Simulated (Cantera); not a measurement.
Charge: 1 mol Ti(OiPr)4, 0.1 mol CH4, held at 1700 K and 0.310 bar.

Method: chemical equilibrium by Gibbs-energy minimisation in Cantera with the NASA 1993 tables (ideal gas, pure condensed phases). Candidate condensed phases: C, C6H6, C7H8, C8H18, H2O, Ti, TiC, TiO, TiO2, Ti2O3, Ti3O5, Ti4O7; 113 gas species. The feed counts by its element totals alone. TiC: taken at fixed stoichiometry. Rates play no part.

Base state: H2 0.780, CO 0.220, H 0.000234, CH4 0.000206, C2H2 (acetylene) 5.72e-5, H2O 2.56e-5 (mole fractions); condensed: C(graphite) + TiC(s).

Task: What changes in the equilibrium state with this change: temperature from 1700 K to 1298.15 K?

Result: 
```
species             before     after
----------------  --------  --------
H2                   0.780     0.857
CO                   0.220     0.141
CH4               0.000206   0.00181
H                 0.000234   1.79e-6
C2H2 (acetylene)   5.72e-5   4.79e-7
CO2                2.11e-6   3.26e-5
H2O                2.56e-5  0.000348
C(graphite), mol      7.09      9.74
TiC(s), mol           1.00         0
Ti3O5(s), mol            0     0.333
```
